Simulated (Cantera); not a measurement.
A closed system holds: 1 mol Si₂Cl₆, 18 mol NH₃, 38 mol N₂, equilibrated at 1177 °C and 30.0 Pa.

Method: chemical equilibrium by Gibbs-energy minimisation in Cantera with the NASA 1993 tables (ideal gas, pure condensed phases). Candidate condensed phases: NH₄Cl, Si, Si₃N₄; 28 gas species. The feed counts by its element totals alone. The tables' values for SiCl₃ are old estimates; treat these amounts as uncertain. Rates play no part.

Base state: N₂ 0.606, H₂ 0.323, HCl 0.0630, SiCl₂ 0.00784, H 0.000310, SiCl₃ 5.23e-5, Cl 4.93e-5 (mole fractions); condensed: Si₃N₄(s).

What changes in the equilibrium state with this change: temperature from 1177 °C to 802 °C?


```csv
species,before,after
N₂,0.606,0.604
H₂,0.323,0.317
HCl,0.0630,0.0792
SiCl₂,0.00784,6.26e-6
H,0.000310,4.77e-7
Cl,4.93e-5,1.08e-7
SiCl₃,5.23e-5,1.82e-6
"Si₃N₄(s), mol",0.466,0.666
```
